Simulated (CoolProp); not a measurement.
The fluid at 291.29 K and 0.522 MPa is throttled through a valve to 0.188 MPa with no heat exchange. The same conditions are run with several fluids, on thermodynamics alone (safety and materials aside).

Computed with CoolProp (reference Helmholtz-energy equation of state of each fluid (normal hydrogen: Leachman 2009; R410A: Lemmon 2003; R125: Lemmon 2005; nitrogen: Span 2000; carbon dioxide: Span 1996)). Blends and air are pseudo-pure fits.

Rank normal hydrogen, R410A, R125, nitrogen, carbon dioxide by temperature change (K), highest first.

normal hydrogen (+0.1), nitrogen (-0.8), carbon dioxide (-3.9), R125 (-5.4), R410A (-7.7)

```
fluid            final density (kg/m³)
---------------  ---------------------
normal hydrogen                  0.156
R410A                             5.96
R125                              9.82
nitrogen                          2.18
carbon dioxide                    3.50
```
